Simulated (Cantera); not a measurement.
An adiabatic, constant-volume homogeneous reactor starts with CH₃OH : O₂ : N₂ = 1 : 0.682 : 2.56 (molar parts), equivalence ratio 2.2, at 1750 K and 20.0 bar. Integrator tolerance rtol = 1e-08.

Detailed kinetics in Cantera: GRI-Mech 3.0 (53 species, 325 reactions). GRI-Mech 3.0 was tuned for natural gas; its chemistry of methanol as a main component is partial and can be far from experiment. The pressure lies above the range GRI-Mech 3.0 was tuned for (to about 10 atm). Above 3000 K some thermodynamic fits are extrapolated.

Question: What does this change do: O2 0.682 to 0.31 parts?

Answer: 
| quantity | before | after |
|---|---|---|
| time of steepest temperature rise | 1.62 µs | 1.64 µs |
| temperature at 0.100 s | 3069 K | 2237 K |
| equilibrium temperature | 3069 K | 2237 K |
| x(CH₃OH) at 0.100 s | 4.43e-11 (gas-phase equilibrium 4.59e-11) | 4.25e-10 (gas-phase equilibrium 4.33e-10) |
| x(O₂) at 0.100 s | 0.000148 (gas-phase equilibrium 0.000148) | 8.31e-9 (gas-phase equilibrium 8.32e-9) |
| x(NO₂) at 0.100 s | 1.05e-7 (gas-phase equilibrium 1.05e-7) | 1.61e-12 (gas-phase equilibrium 3.05e-12) |
| x(NO) at 0.100 s | 0.00105 (gas-phase equilibrium 0.00105) | 1.10e-6 (gas-phase equilibrium 2.09e-6) |
| x(C₂H₄) at 0.100 s | <1e-12 (gas-phase equilibrium <1e-12) | 9.34e-12 (gas-phase equilibrium 1.03e-11) |
| x(H₂O) at 0.100 s | 0.207 (gas-phase equilibrium 0.207) | 0.0995 (gas-phase equilibrium 0.0995) |
